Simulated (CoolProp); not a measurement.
Tetradecamethylhexasiloxane (MD4M) along the isotherm 620 K: fugacity coefficient from the reference equation and from simpler models built on Tc = 653.2 K, pc = 0.8286 MPa, ω = 0.800; each cubic takes its own stable root.

Computed with CoolProp (reference Helmholtz-energy equation of state, Thol 2019).

```
p (MPa)  phase  reference  van der Waals  Redlich-Kwong  Soave-Redlich-Kwong  Peng-Robinson
-------  -----  ---------  -------------  -------------  -------------------  -------------
0.0518     gas     0.9696         0.9790         0.9754               0.9736         0.9712
0.104      gas     0.9393         0.9579         0.9507               0.9472         0.9425
0.155      gas     0.9099         0.9373         0.9268               0.9216         0.9148
0.207      gas     0.8802         0.9163         0.9026               0.8956         0.8868
0.259      gas     0.8507         0.8953         0.8785               0.8697         0.8591
0.311      gas     0.8214         0.8743         0.8544               0.8438         0.8316
0.362      gas     0.7927         0.8536         0.8309               0.8184         0.8047
0.414      gas     0.7634         0.8324         0.8068               0.7923         0.7773
```
